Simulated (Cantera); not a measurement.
Input (Python, Cantera):

```python
import numpy as np
import cantera as ct

surf = ct.Interface("ptcombust.yaml", "Pt_surf")
gas = surf.adjacent["gas"]
gas.TPX = 525, 200000, {'H2': 0.016, 'O2': 0.087, 'N2': 0.79, 'H2O': 0.045}
surf.TP = 525, 200000
reactor = ct.FlowReactor(gas, clone=False)
reactor.area = 0.0001  # m2
reactor.surface_area_to_volume_ratio = 240  # 1/m
reactor.mass_flow_rate = 2.8 * reactor.area * gas.density  # inlet velocity 2.8 m/s
reactor.energy_enabled = False
wall = ct.ReactorSurface(surf, reactor, clone=False)
net = ct.ReactorNet([reactor])
net.rtol, net.atol = 1e-8, 1e-16
show, cover = ['H2', 'O2', 'H2O'], ['PT(S)', 'H(S)', 'O(S)', 'OH(S)', 'CO(S)', 'C(S)']

rows = []
print(f"{'z/m':>9s}{'u/(m/s)':>9s}" + "".join(f"{s:>13s}" for s in show + cover))
for z in [0.00058, 0.0012, 0.0027, 0.0058, 0.012, 0.027, 0.058]:
    net.advance(z)
    rows.append([reactor.speed, *gas[show].X, *surf[cover].coverages])
    print(f"{z:9.4g}{rows[-1][0]:9.3g}" + "".join(f"{x:13.4e}" for x in rows[-1][1:]))
```

Output:

```
      z/m  u/(m/s)           H2           O2          H2O        PT(S)         H(S)         O(S)        OH(S)        CO(S)         C(S)
  0.00058     2.79   1.2318e-02   9.0582e-02   5.2870e-02   2.0557e-01   4.8174e-07   6.7264e-01   1.1889e-01   2.4004e-24   4.1079e-29
   0.0012     2.79   9.4481e-03   8.9269e-02   5.5833e-02   1.6000e-01   2.6917e-07   7.2706e-01   1.1059e-01   5.7473e-26  -1.5219e-28
   0.0027     2.78   5.9983e-03   8.7691e-02   5.9396e-02   1.0341e-01   1.0230e-07   8.0011e-01   9.4890e-02  -1.8634e-24  -2.3122e-28
   0.0058     2.78   3.3910e-03   8.6498e-02   6.2089e-02   5.9266e-02   3.1452e-08   8.6414e-01   7.5651e-02   6.5232e-26  -1.2596e-30
    0.012     2.78   1.8033e-03   8.5771e-02   6.3729e-02   3.1784e-02   8.7746e-09   9.1037e-01   5.7328e-02  -4.6483e-25  -2.9822e-29
    0.027     2.78   8.4201e-04   8.5331e-02   6.4722e-02   1.4917e-02   1.9368e-09   9.4463e-01   4.0205e-02   1.1579e-23   6.3037e-28
    0.058     2.78   3.9979e-04   8.5129e-02   6.5179e-02   7.0999e-03   4.5321e-10   9.6469e-01   2.8094e-02   6.2921e-25   4.0284e-29
```

Model: Deutschmann's 1995 Pt surface mechanism with GRI-Mech 3.0 gas chemistry, integrated in Cantera. Catalytic surfaces can have several steady states; this one follows from the mechanism file's or the stated starting coverage. Mass transfer to the wall is taken as infinitely fast.
